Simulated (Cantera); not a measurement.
Input: 1 mol PbO, 0.033 mol O₂, 0.27 mol H₂, held at 8400 Pa.

Method: chemical equilibrium by Gibbs-energy minimisation in Cantera with the NASA 1993 tables (ideal gas, pure condensed phases). Candidate condensed phases: H₂O, Pb, PbO, PbO₂, Pb₃O₄; 12 gas species. Each liquid is taken as pure. Mutual solubility and eutectic melting of coexisting phases are not modelled. Gases not in the tables: (PbO)n polymers. Kinetics and transport are ignored.

x: gas mole fraction; n: condensed amount in mol.

```tsv
T (K)	x H₂O	x Pb	x PbO	x H₂	x Pb₂	x OH	n Pb(l)	n PbO(yellow)	n PbO(l)
1075	0.999	0.000904	3.67e-5	0.000190	8.05e-9	1.39e-8	0.204	0.796	0
1100	0.998	0.00144	7.37e-5	0.000206	1.76e-8	2.77e-8	0.204	0.796	0
1125	0.997	0.00225	0.000144	0.000222	3.70e-8	5.34e-8	0.203	0.796	0
1150	0.996	0.00345	0.000271	0.000240	7.54e-8	1.00e-7	0.203	0.796	0
1175	0.994	(withheld)	(withheld)	(withheld)	(withheld)	(withheld)	0.203	0	0.796
1200	0.991	0.00766	0.000812	0.000302	2.85e-7	3.10e-7	0.202	0	0.796
1225	0.987	0.0111	0.00134	0.000339	5.32e-7	5.24e-7	0.201	0	0.796
1250	0.982	(withheld)	(withheld)	(withheld)	(withheld)	(withheld)	0.200	0	0.796
1275	0.974	0.0225	0.00345	0.000422	1.72e-6	1.40e-6	0.198	0	0.795
```

Problem. Some entries are withheld; supply them.

Solution. 
- 1250, x Pb: 0.0159
- 1250, x PbO: 0.00218
- 1250, x H₂: 0.000380
- 1250, x Pb₂: 9.67e-7
- 1250, x OH: 8.67e-7
- 1175, x Pb: 0.00518
- 1175, x PbO: 0.000480
- 1175, x H₂: 0.000267
- 1175, x Pb₂: 1.49e-7
- 1175, x OH: 1.79e-7
